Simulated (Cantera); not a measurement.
Source: NASA polynomial tables (part measured, part estimated), evaluated in Cantera. Values are per mole of reaction as written; species without (g) are pure solids or liquids, kept so even where they would boil at 1 bar. TaC: taken at fixed stoichiometry.

TaC ⇌ C + Ta, with ΔH° = 144.1 kJ and ΔS° = 4.8 J/K at 300 K.

Q: How far is the shortcut ΔG° ≈ ΔH°(300 K) − T·ΔS°(300 K) from the full temperature-dependent value at 2223, 2273, 2323, 2373, 2423, 2473 K?

A: 
| T (K) | shortcut (kJ) | full (kJ) | difference (kJ) | difference in log10 K |
|---|---|---|---|---|
| 2223 | 133.4 | 140.3 | -6.9 | 0.16 |
| 2273 | 133.2 | 140.3 | -7.1 | 0.16 |
| 2323 | 132.9 | 140.3 | -7.4 | 0.17 |
| 2373 | 132.7 | 140.3 | -7.7 | 0.17 |
| 2423 | 132.4 | 140.4 | -7.9 | 0.17 |
| 2473 | 132.2 | 140.4 | -8.2 | 0.17 |
The shortcut ignores the heat-capacity change of the reaction.
